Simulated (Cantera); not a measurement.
An isothermal, constant-pressure homogeneous reactor starts with CH4 : H2 = 1 : 24 (molar parts), at 1825 K and 10.00 Torr.

Model: GRI-Mech 3.0 (53 species, 325 reactions), integrated in Cantera. GRI-Mech 3.0 stops at C3 and has no aromatics, soot or wall deposition, so with more carbon than oxygen in the feed, carbon stays in small species such as C2H2 where larger ones or solid carbon would form. Radical loss at walls, strong at low pressure, is not modelled.

x: mole fraction; the columns are a selection and need not sum to one.

```tsv
t (s)	x CH4	x H2	x CH3	x C2H4	x C2H2	x C2H6	x C2H
0.000500	0.0400	0.960	2.96e-5	7.46e-9	8.15e-11	1.65e-9	<1e-12
0.00103	0.0399	0.960	6.09e-5	6.71e-8	1.68e-9	1.03e-8	<1e-12
0.00213	0.0399	0.960	0.000125	5.78e-7	3.57e-8	5.37e-8	<1e-12
0.00440	0.0397	0.960	0.000257	4.59e-6	7.91e-7	2.35e-7	2.48e-12
0.00909	0.0394	0.959	___	___	___	___	1.09e-10
0.0188	0.0382	0.959	___	___	___	___	___
0.0387	0.0342	0.960	0.00146	0.000156	0.00190	3.99e-6	3.94e-8
0.0800	0.0259	0.964	0.00131	0.000109	0.00601	2.85e-6	1.48e-7
0.165	0.0162	0.969	0.000894	4.91e-5	0.0109	1.24e-6	2.93e-7
0.341	0.00836	0.973	0.000512	1.79e-5	0.0149	3.74e-7	4.42e-7
0.704	0.00374	0.975	0.000254	7.67e-6	0.0173	8.41e-8	5.67e-7
1.45	0.00157	0.976	0.000116	5.36e-6	0.0184	1.63e-8	6.52e-7
3.00	0.000673	0.977	5.16e-5	4.94e-6	0.0188	3.14e-9	6.97e-7
```

### Question
Some entries are withheld; supply them.

### Answer

- 0.00909, x CH3: 0.000524
- 0.00909, x C2H4: 2.92e-5
- 0.00909, x C2H2: 1.69e-5
- 0.00909, x C2H6: 8.76e-7
- 0.0188, x CH3: 0.00101
- 0.0188, x C2H4: 0.000104
- 0.0188, x C2H2: 0.000259
- 0.0188, x C2H6: 2.51e-6
- 0.0188, x C2H: 3.31e-9
